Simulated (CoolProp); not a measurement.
Properties of isobutene along the isotherm 550 K.

The numbers come from the reference Helmholtz-energy equation of state, Lemmon 2005 in CoolProp. It is a short technical equation, of lower accuracy than the large ones.

| p (bar) | phase | Z | cp (kJ/(kg K)) | speed of sound (m/s) | Joule-Thomson coefficient (K/MPa) |
|---|---|---|---|---|---|
| 10 | gas | 0.9655 | 2.524 | 285.8 | 4.133 |
| 20.1 | gas | 0.9303 | 2.569 | 277.3 | 4.249 |
| 30.1 | gas | 0.8955 | 2.623 | 269.2 | 4.342 |
| 40.2 | supercritical | 0.8607 | 2.686 | 261.6 | 4.403 |
| 50.2 | supercritical | 0.8273 | 2.757 | 254.9 | 4.415 |
| 60.2 | supercritical | 0.7954 | 2.838 | 249.6 | 4.366 |
| 70.3 | supercritical | 0.7658 | 2.924 | 246.0 | 4.246 |
| 80.3 | supercritical | 0.7398 | 3.012 | 244.4 | 4.055 |
| 90.4 | supercritical | 0.7179 | 3.096 | 245.3 | 3.795 |
| 100 | supercritical | 0.7015 | 3.165 | 248.7 | 3.496 |
